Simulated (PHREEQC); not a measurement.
# Ultrapure water in contact with air or piping (model solution)

A made-up water analysis in mg/L, 25 °C, pH 6.4, pe 9.3:

| constituent | mg/L |
|---|---|
| Na | 0.014 |
| K | 0.00734 |
| Ca | 0.0233 |
| Mg | 0.00699 |
| Cl | 0.00966 |
| S(6) as SO4 | 0.0377 |
| Alkalinity as HCO3 | 0.0965 |
| Li | 4.22e-06 |
| Si as SiO2 | 0.000646 |
| Ba | 4.1e-05 |
| Pb | 0.00778 |

Cl is adjusted to close the charge balance.
Valence states are taken as typed.

Model: ion-association model, wateq4f.dat, run in PHREEQC.

| Quantity | Value |
|---|---|
| ionic strength | 4.31e-6 mol/kgw |

```tsv
species	molality	activity	log γ
HCO3-	1.95e-6	1.95e-6	-0.001
CO2	1.74e-6	1.74e-6	0.000
Na+	6.09e-7	6.08e-7	-0.001
Ca+2	5.81e-7	5.76e-7	-0.004
H+	3.99e-7	3.98e-7	-0.001
SO4-2	3.92e-7	3.89e-7	-0.004
```

This is a speciation only: nothing precipitates in the calculation. Species that the database lacks are ignored.
